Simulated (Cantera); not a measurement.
Feed: 1 mol AlCl₃, 4.8 mol N₂O, 1.6 mol H₂, held at 1575 K and 0.100 bar.

Cantera equilibrium calculation (NASA polynomials, part measured and part estimated; ideal gas, pure solids and liquids). Candidate condensed phases: Al, AlCl₃, AlN, Al₂O₃, H₂O, NH₄Cl; 45 gas species. Equilibrium is a limit: real reactors are often held back by kinetics, nucleation or transport.

Base state: N₂ 0.503, HCl 0.274, O₂ 0.157, H₂O 0.0310, Cl 0.0259, Cl₂ 0.00753, NO 0.00120, OH 0.000134 (mole fractions); condensed: Al₂O₃(s).

**Question.** What changes in the equilibrium state with this change: H₂ from 1.6 to 21 mol?

**Answer.** 
```tsv
species	before	after
H₂	1.22e-6	0.593
N₂	0.503	0.176
H₂O	0.0310	0.121
HCl	0.274	0.110
O₂	0.157	<1e-9
Cl	0.0259	1.49e-5
Cl₂	0.00753	2.48e-9
NO	0.00120	5.67e-9
ClO	7.29e-5	<1e-9
O	1.34e-5	<1e-9
HOCl	1.16e-5	<1e-9
Al₂O₃(s), mol	0.500	0.500
```
Gases not in the tables: Al(OH)₃.

**Question.** What changes in the equilibrium state with this change: temperature from 1575 K to 1325 K?

**Answer.** 
```json
[
 {"species": "N₂", "before": "0.503", "after": "0.509"},
 {"species": "HCl", "before": "0.274", "after": "0.276"},
 {"species": "O₂", "before": "0.157", "after": "0.159"},
 {"species": "Cl", "before": "0.0259", "after": "0.00651"},
 {"species": "Cl₂", "before": "0.00753", "after": "0.0178"},
 {"species": "H₂O", "before": "0.0310", "after": "0.0317"},
 {"species": "O", "before": "1.34e-5", "after": "3.47e-7"},
 {"species": "OH", "before": "0.000134", "after": "1.30e-5"},
 {"species": "NO", "before": "0.00120", "after": "0.000325"},
 {"species": "ClO", "before": "7.29e-5", "after": "2.59e-5"},
 {"species": "HOCl", "before": "1.16e-5", "after": "9.27e-6"},
 {"species": "Al₂O₃(s), mol", "before": "0.500", "after": "0.500"}
]
```
